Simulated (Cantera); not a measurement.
Source: NASA polynomial tables (part measured, part estimated), evaluated in Cantera. Values are per mole of reaction as written; species without (g) are pure solids or liquids, kept so even where they would boil at 1 bar.

10 NO(g) + 4 V → 2 V2O5 + 5 N2(g), with ΔH° = -4013.9 kJ and ΔS° = -1004.0 J/K at 300 K.

Task: How far is the shortcut ΔG° ≈ ΔH°(300 K) − T·ΔS°(300 K) from the full temperature-dependent value at 2500, 2550, 2600, 2650, 2700, 2750, 2800, 2850 K?

Result: 
```csv
T (K),shortcut (kJ),full (kJ),difference (kJ),difference in log10 K,condensed phases
2500,-1504.0,-1877.5,373.5,-7.80,"V(l), V2O5(l)"
2550,-1453.8,-1837.7,383.9,-7.86,"V(l), V2O5(l)"
2600,-1403.6,-1797.9,394.2,-7.92,"V(l), V2O5(l)"
2650,-1353.4,-1758.1,404.7,-7.98,"V(l), V2O5(l)"
2700,-1303.2,-1718.3,415.1,-8.03,"V(l), V2O5(l)"
2750,-1253.0,-1678.5,425.5,-8.08,"V(l), V2O5(l)"
2800,-1202.8,-1638.8,435.9,-8.13,"V(l), V2O5(l)"
2850,-1152.6,-1599.0,446.4,-8.18,"V(l), V2O5(l)"
```
The shortcut ignores heat capacities and the phase changes listed.
